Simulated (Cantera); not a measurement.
An adiabatic, constant-pressure homogeneous reactor starts with 3.32 % CH4, 19.5 % O2, 73.3 % N2, 2.99 % CO2, 0.830 % H2O, equivalence ratio 0.34, at 1750 K and 750 Torr.

Detailed kinetics in Cantera: GRI-Mech 3.0 (53 species, 325 reactions).

### Question
Predict: time of steepest temperature rise; temperature at 4.00 s; equilibrium temperature; x(O2) at 4.00 s; x(CO2) at 4.00 s; x(OH) at 4.00 s.

### Answer
```json
{
  "time_of_steepest_temperature_rise": "0.148 ms",
  "temperature at 4.00 s": "2343 K",
  "equilibrium_temperature": "2343 K",
  "x(O2) at 4.00 s": "0.121 (gas-phase equilibrium 0.121)",
  "x(CO2) at 4.00 s": "0.0601 (gas-phase equilibrium 0.0601)",
  "x(OH) at 4.00 s": "0.00628 (gas-phase equilibrium 0.00628)"
}
```
